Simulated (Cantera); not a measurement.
Input (Python, Cantera):

```python
import numpy as np
import cantera as ct

gas = ct.Solution("SiF4_NH3_mec.yaml", "gas")
gas.TPX = 1473, 13332, {'NH3': 1, 'N2': 0.19}
reactor = ct.IdealGasConstPressureReactor(gas, energy="off", clone=False)
net = ct.ReactorNet([reactor])
net.rtol, net.atol = 1e-08, 1e-18
show = ['NH3', 'N2', 'H', 'N2H4', 'N2H2', 'NH2']
times = np.geomspace(8e-05, 20, 11)

steps = ct.SolutionArray(gas, extra=["t"])
rows = []
print(f"{'t/s':>10s}{'T/K':>9s}{'P/Pa':>11s}" + "".join(f"{s:>11s}" for s in show))
for t in times:
    while net.time < t:
        t_next = net.step()
        steps.append(gas.state, t=t_next)
    rows.append([np.interp(t, steps.t, y) for y in (steps.T, steps.P, *steps(*show).X.T)])
    print(f"{t:10.3e}{rows[-1][0]:9.1f}{rows[-1][1]:11.4g}" + "".join(f"{x:11.3e}" for x in rows[-1][2:]))
rate = np.gradient(steps.T, steps.t)
print("integrator steps:", len(steps.t))
if steps.T.max() > steps.T[0] + 200:
    print(f"time of steepest temperature rise: {steps.t[rate.argmax()]:.4e} s")
gas.TPX = 1473, 13332, {'NH3': 1, 'N2': 0.19}
gas.equilibrate("TP")
print(f"equilibrium (TP): T = {gas.T:.1f} K  " + "  ".join(f"{s} {gas[s].X[0]:.3e}" for s in show))
```

Output:

```
       t/s      T/K       P/Pa        NH3         N2          H       N2H4       N2H2        NH2
 8.000e-05   1473.0  1.333e+04  8.403e-01  1.597e-01  6.880e-10  2.816e-14  7.438e-14  7.335e-08
 2.773e-04   1473.0  1.333e+04  8.403e-01  1.597e-01  6.881e-10  8.000e-13  2.859e-12  2.559e-07
 9.609e-04   1473.0  1.333e+04  8.403e-01  1.597e-01  6.888e-10  1.467e-11  8.728e-11  8.883e-07
 3.330e-03   1473.0  1.333e+04  8.403e-01  1.597e-01  7.037e-10  2.018e-10  1.764e-09  3.076e-06
 1.154e-02   1473.0  1.333e+04  8.403e-01  1.597e-01  9.151e-10  2.489e-09  2.529e-08  1.060e-05
 4.000e-02   1473.0  1.333e+04  8.403e-01  1.597e-01  3.579e-09  2.470e-08  2.627e-07  3.328e-05
 1.386e-01   1473.0  1.333e+04  8.397e-01  1.598e-01  1.708e-08  5.201e-08  5.530e-07  4.830e-05
 4.804e-01   1473.0  1.333e+04  8.378e-01  1.601e-01  5.924e-08  5.178e-08  5.525e-07  4.819e-05
 1.665e+00   1473.0  1.333e+04  8.311e-01  1.613e-01  2.031e-07  5.050e-08  5.436e-07  4.758e-05
 5.771e+00   1473.0  1.333e+04  8.088e-01  1.655e-01  6.829e-07  4.725e-08  5.124e-07  4.603e-05
 2.000e+01   1473.0  1.333e+04  7.394e-01  1.783e-01  2.190e-06  4.011e-08  4.212e-07  4.241e-05
integrator steps: 713
equilibrium (TP): T = 1473.0 K  NH3 2.811e-06  N2 3.151e-01  H 2.886e-05  N2H4 1.474e-18  N2H2 9.741e-16  NH2 2.556e-10
```

Model: the gas-phase N/H chemistry of the illustrative SiF4/NH3 mechanism in the Surface Chemkin manual (1991), integrated in Cantera. Walls and surfaces, which speed up NH3 decomposition in real reactors, are not modelled.
